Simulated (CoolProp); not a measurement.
Hydrogen chloride along the isobar 3.87 MPa: density (kg/m³) from the reference equation and from simpler models built on Tc = 324.7 K, pc = 8.314 MPa, ω = 0.130; each cubic takes its own stable root.

Values from CoolProp's reference Helmholtz-energy equation of state, Thol 2018.

```csv
T (K),phase,reference,van der Waals,Redlich-Kwong
192.9,liquid,1178,701.3,1029
203,liquid,1153,686.9,1004
213.1,liquid,?,671.6,977.7
223.2,liquid,?,655.4,949.5
233.3,liquid,?,637.9,?
243.4,liquid,1040,618.8,?
253.5,liquid,1008,597.7,851.2
263.6,liquid,972.0,?,811.9
273.7,liquid,932.2,85.70,767.4
283.8,liquid,?,79.01,714.8
293.9,gas,83.49,73.70,78.23
304,gas,75.48,69.31,72.40
```

**Question.** Fill in the missing entries.

**Answer.** 
- 213.1, reference: 1127
- 223.2, reference: 1100
- 233.3, reference: 1071
- 233.3, Redlich-Kwong: 919.3
- 243.4, Redlich-Kwong: 886.7
- 263.6, van der Waals: 573.6
- 283.8, reference: 886.0

At some of these states van der Waals gives the other phase, because its saturation line lies elsewhere.
